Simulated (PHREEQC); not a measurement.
Dissolve 0.3 mol NH4Cl and 0.0059 mol NaOH per kg of water at 5 °C. It is in equilibrium with CO2 at log p = -3.4 (atm). Otherwise closed; pH follows from the charge balance.

The numbers come from PHREEQC with the ion-association model, phreeqc.dat.

This is a speciation only: nothing precipitates in the calculation.

Question: What pH, activity of water, density does the model give?

Answer: pH 8.25; activity of water 0.990; density 1.006 g/cm³.

Question: In which forms is N present?

Answer: NH4+ 99 %, NH3 1.3 % of the N.

Species that the database lacks are ignored. Constants without temperature data keep their 25 °C values here.
